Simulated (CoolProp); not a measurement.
Properties of normal hydrogen along the isobar 2240 kPa.

Values from CoolProp's reference Helmholtz-energy equation of state, Leachman 2009.

```json
[
 {"T (K)": "25.6", "phase": "liquid", "Z": "0.3138", "Joule-Thomson coefficient (K/MPa)": "-0.6479", "viscosity (µPa s)": "10.8", "conductivity (mW/(m K))": "107", "fugacity coefficient": "0.1753"},
 {"T (K)": "53.9", "phase": "supercritical", "Z": "0.8631", "Joule-Thomson coefficient (K/MPa)": "3.442", "viscosity (µPa s)": "2.94", "conductivity (mW/(m K))": "51.8", "fugacity coefficient": "0.8691"},
 {"T (K)": "82.2", "phase": "supercritical", "Z": "0.9783", "Joule-Thomson coefficient (K/MPa)": "1.723", "viscosity (µPa s)": "3.75", "conductivity (mW/(m K))": "64.5", "fugacity coefficient": "0.9760"},
 {"T (K)": "110.6", "phase": "supercritical", "Z": "1.004", "Joule-Thomson coefficient (K/MPa)": "0.8814", "viscosity (µPa s)": "4.55", "conductivity (mW/(m K))": "80.5", "fugacity coefficient": "1.003"},
 {"T (K)": "138.9", "phase": "supercritical", "Z": "1.012", "Joule-Thomson coefficient (K/MPa)": "0.4286", "viscosity (µPa s)": "5.30", "conductivity (mW/(m K))": "98.2", "fugacity coefficient": "1.012"},
 {"T (K)": "167.2", "phase": "supercritical", "Z": "1.015", "Joule-Thomson coefficient (K/MPa)": "0.1624", "viscosity (µPa s)": "6.01", "conductivity (mW/(m K))": "116", "fugacity coefficient": "1.015"},
 {"T (K)": "195.5", "phase": "supercritical", "Z": "1.015", "Joule-Thomson coefficient (K/MPa)": "-0.007900", "viscosity (µPa s)": "6.68", "conductivity (mW/(m K))": "134", "fugacity coefficient": "1.015"},
 {"T (K)": "223.8", "phase": "supercritical", "Z": "1.015", "Joule-Thomson coefficient (K/MPa)": "-0.1252", "viscosity (µPa s)": "7.33", "conductivity (mW/(m K))": "150", "fugacity coefficient": "1.015"},
 {"T (K)": "252.2", "phase": "supercritical", "Z": "1.014", "Joule-Thomson coefficient (K/MPa)": "-0.2110", "viscosity (µPa s)": "7.95", "conductivity (mW/(m K))": "165", "fugacity coefficient": "1.014"},
 {"T (K)": "280.5", "phase": "supercritical", "Z": "1.014", "Joule-Thomson coefficient (K/MPa)": "-0.2763", "viscosity (µPa s)": "8.55", "conductivity (mW/(m K))": "180", "fugacity coefficient": "1.014"},
 {"T (K)": "308.8", "phase": "supercritical", "Z": "1.013", "Joule-Thomson coefficient (K/MPa)": "-0.3279", "viscosity (µPa s)": "9.13", "conductivity (mW/(m K))": "193", "fugacity coefficient": "1.013"},
 {"T (K)": "337.1", "phase": "supercritical", "Z": "1.012", "Joule-Thomson coefficient (K/MPa)": "-0.3697", "viscosity (µPa s)": "9.70", "conductivity (mW/(m K))": "206", "fugacity coefficient": "1.012"},
 {"T (K)": "365.4", "phase": "supercritical", "Z": "1.011", "Joule-Thomson coefficient (K/MPa)": "-0.4043", "viscosity (µPa s)": "10.3", "conductivity (mW/(m K))": "219", "fugacity coefficient": "1.012"}
]
```

Viscosity comes from a separate model (Muzny 2013). Thermal conductivity comes from a separate model (Assael 2011).
